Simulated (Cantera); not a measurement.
An isothermal, constant-pressure homogeneous reactor starts with CH4 : H2 = 4.6 : 16 (molar parts), at 1650 K and 10.00 Torr.

Cantera simulation using GRI-Mech 3.0 (53 species, 325 reactions); the numbers are that mechanism's predictions, not measurements. GRI-Mech 3.0 stops at C3 and has no aromatics, soot or wall deposition, so with more carbon than oxygen in the feed, carbon stays in small species such as C2H2 where larger ones or solid carbon would form. Radical loss at walls, strong at low pressure, is not modelled.

One state of this run: x CH4 = 0.192; x H2 = 0.793; x C2H4 = 0.00221; x CH3 = 0.00189; x H = 0.000388; x CH2 = 6.36e-7. x: mole fraction; the columns are a selection and need not sum to one.

Question: Which value of t (s) does it belong to?
A) 10.0
B) 0.0946
C) 4.00e-5
D) 0.000189

Answer: B, 0.0946
